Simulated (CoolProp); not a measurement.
A single-stage vapour-compression cycle with R21: evaporating at 303.15 K (dew point), condensing at 364.15 K (bubble point), superheat 8 K, subcooling 0 K, compressor efficiency 0.9, no pressure losses. Each further row changes one setting.

Values from CoolProp's reference Helmholtz-energy equation of state, Platzer 1990. This equation is an older, rougher fit; its heat capacities, sound speeds and derivatives of the liquid may be far off and weren't checked against measurements.

```
case                              cooling COP  pressure ratio  discharge temperature (K)  refrigerating effect (kJ/kg)  volumetric capacity (kJ/m³)
--------------------------------  -----------  --------------  -------------------------  ----------------------------  ---------------------------
as stated                                3.54            5.10                      397.5                           165                         1500
evaporating temperature 308.15 K         3.99               ?                      394.6                           167                         1770
condensing temperature 359.15 K          3.95               ?                      391.1                           171                         1550
subcooling 5 K                           3.66            5.10                      397.5                           171                         1550
superheat 18 K                           3.54            5.10                      408.2                             ?                         1500
compressor efficiency 0.8                3.14            5.10                      404.9                           165                         1500
```

### Question
What belongs in the gaps?

### Answer

- evaporating temperature 308.15 K, pressure ratio: 4.34
- condensing temperature 359.15 K, pressure ratio: 4.56
- superheat 18 K, refrigerating effect (kJ/kg): 172
